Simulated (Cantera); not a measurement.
## Calcination and drying: Ca(OH)2 + H2O + H2

Input: 1 mol Ca(OH)2, 0.093 mol H2O, 0.13 mol H2, equilibrated at 823 K and 10.0 mbar.

Method: chemical equilibrium by Gibbs-energy minimisation in Cantera with the NASA 1993 tables (ideal gas, pure condensed phases). Candidate condensed phases: Ca, CaO, Ca(OH)2, H2O; 14 gas species. Rates play no part.

```
Property                                  Result
-------------------------------------  ---------
x(H2O)                                     0.894
x(H2)                                      0.106
n(CaO(s))                               1.00 mol
gas amount                             1.223 mol
log10 activity of Ca(OH)2(s) (absent)      -2.28
log10 activity of Ca(s) (absent)          -22.88
```
